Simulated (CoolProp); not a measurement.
Saturation properties of n-heptane (Tc = 268.1 °C, pc = 2.774 MPa, ω = 0.349).

Values from CoolProp's reference Helmholtz-energy equation of state, Span 2003. It is a short technical equation, of lower accuracy than the large ones.

```json
[
 {"T (°C)": "150.65", "p (MPa)": "0.3788", "liquid density (kg/m³)": "560.3", "vapour density (kg/m³)": "12.41", "liquid viscosity (µPa s)": "131", "vapour viscosity (µPa s)": "8.30"},
 {"T (°C)": "158.05", "p (MPa)": "0.4434", "liquid density (kg/m³)": "551.8", "vapour density (kg/m³)": "14.54", "liquid viscosity (µPa s)": "124", "vapour viscosity (µPa s)": "8.49"},
 {"T (°C)": "165.55", "p (MPa)": "0.5171", "liquid density (kg/m³)": "542.9", "vapour density (kg/m³)": "16.99", "liquid viscosity (µPa s)": "117", "vapour viscosity (µPa s)": "8.69"},
 {"T (°C)": "172.95", "p (MPa)": "0.5985", "liquid density (kg/m³)": "533.7", "vapour density (kg/m³)": "19.77", "liquid viscosity (µPa s)": "110", "vapour viscosity (µPa s)": "8.91"},
 {"T (°C)": "180.45", "p (MPa)": "(withheld)", "liquid density (kg/m³)": "524.0", "vapour density (kg/m³)": "22.97", "liquid viscosity (µPa s)": "104", "vapour viscosity (µPa s)": "(withheld)"},
 {"T (°C)": "187.85", "p (MPa)": "0.7913", "liquid density (kg/m³)": "513.9", "vapour density (kg/m³)": "26.60", "liquid viscosity (µPa s)": "98.0", "vapour viscosity (µPa s)": "9.43"},
 {"T (°C)": "195.35", "p (MPa)": "0.9044", "liquid density (kg/m³)": "503.1", "vapour density (kg/m³)": "(withheld)", "liquid viscosity (µPa s)": "92.1", "vapour viscosity (µPa s)": "9.75"},
 {"T (°C)": "202.75", "p (MPa)": "1.028", "liquid density (kg/m³)": "(withheld)", "vapour density (kg/m³)": "35.62", "liquid viscosity (µPa s)": "86.6", "vapour viscosity (µPa s)": "10.1"}
]
```

Problem. Some entries are withheld; supply them.

Solution. 
- 180.45, p (MPa): 0.6905
- 180.45, vapour viscosity (µPa s): 9.16
- 195.35, vapour density (kg/m³): 30.81
- 202.75, liquid density (kg/m³): 491.9

It boils at 98.4 °C under 1 atm.

Viscosity comes from a separate model (Michailidou 2014).
